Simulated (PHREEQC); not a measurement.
Make-up at 25 °C: 0.031 mol/kgw FeCl3, 0.00039 mol/kgw NaBr and 0.00014 mol/kgw NaCl. Closed to the air; pH follows from the charge balance.

Equilibrium calculation in PHREEQC: ion-association model, phreeqc.dat.

### Question
The ionic strength comes out as 0.148 mol/kgw. What activity coefficients do FeCl+2, Br-, Cl-, FeCl2+, Na+ get?

### Answer
FeCl+2 0.33, Br- 0.72, Cl- 0.74, FeCl2+ 0.76, Na+ 0.76.

Precipitation was switched off in this run. Saturation is exceeded, for instance for Hematite (slow to form), Goethite (slow to form); the values hold only as long as no solid forms.
